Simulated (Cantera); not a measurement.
A closed system holds: 1 mol SiCl₄, 43 mol H₂, equilibrated at 2273.15 K and 0.490 bar.

Cantera equilibrium calculation (NASA polynomials, part measured and part estimated; ideal gas, pure solids and liquids). Candidate condensed phases: Si; 19 gas species. The tables' values for SiCl, SiCl₃ are old estimates; treat these amounts as uncertain. Gases not in the tables: Si₂H₆ and higher silanes. Rates play no part.

Base state: H₂ 0.907, HCl 0.0683, H 0.0114, SiCl₂ 0.00923, Si 0.00149, SiCl 0.000699, Cl 0.000621, SiH 0.000384 (mole fractions); condensed: Si(l).

### Question
What changes in the equilibrium state with this change: temperature from 2273.15 K to 2025 K?

### Answer
```csv
species,before,after
H₂,0.907,0.920
HCl,0.0683,0.0660
SiCl₂,0.00923,0.0110
H,0.0114,0.00264
Si₂,2.75e-5,1.31e-6
Si,0.00149,0.000119
SiH,0.000384,5.11e-5
SiCl,0.000699,0.000151
"Si(l), mol",0.442,0.477
```
